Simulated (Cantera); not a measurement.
A closed system holds: 1 mol Ta2O5, 2.7 mol CH4, 0.93 mol H2, equilibrated at 0.000680 bar.

These are equilibrium values from Cantera (NASA tables, ideal gas, pure condensed phases), not measurements of a reactor. Candidate condensed phases: C, C6H6, C7H8, C8H18, H2O, Ta, TaC, Ta2O5; 113 gas species. Mutual solubility and eutectic melting of coexisting phases are not modelled. TaC: taken at fixed stoichiometry. Condensed phases not in the tables: Ta2C, N, O or C dissolved in the metal. Kinetics and transport are ignored.

x: gas mole fraction; n: condensed amount in mol.

| T (K) | x H2 | x CO | x H | x H2O | x CO2 | x TaO2 | x TaO | n TaC(s) | n Ta2O5(s) | n Ta(s) |
|---|---|---|---|---|---|---|---|---|---|---|
| 1675 | 0.763 | 0.233 | 0.00389 | 0.000426 | 3.92e-5 | 1.32e-6 | 1.57e-7 | 0.773 | 0.614 | 0 |
| 1700 | 0.762 | 0.233 | … | 0.000438 | 3.91e-5 | … | … | 0.773 | 0.614 | 0 |
| 1725 | 0.761 | 0.233 | 0.00621 | 0.000449 | 3.91e-5 | 5.07e-6 | 7.68e-7 | 0.773 | 0.614 | 0 |
| 1750 | 0.759 | 0.232 | 0.00777 | 0.000461 | 3.90e-5 | 9.64e-6 | 1.64e-6 | 0.773 | 0.614 | 0 |
| 1775 | 0.758 | 0.232 | 0.00966 | 0.000472 | 3.89e-5 | 1.80e-5 | 3.43e-6 | 0.773 | 0.614 | 0 |
| 1800 | 0.691 | 0.297 | … | 0.000476 | … | … | … | 0 | 0.459 | 1.08 |
| 1825 | 0.688 | 0.297 | 0.0140 | 0.000543 | 5.97e-5 | 5.43e-5 | 1.06e-5 | 0 | 0.459 | 1.08 |

**Question.** Complete the blanks.

**Answer.** 
- 1700, x H: 0.00493
- 1700, x TaO2: 2.61e-6
- 1700, x TaO: 3.52e-7
- 1800, x H: 0.0114
- 1800, x CO2: 5.36e-5
- 1800, x TaO2: 3.18e-5
- 1800, x TaO: 6.26e-6
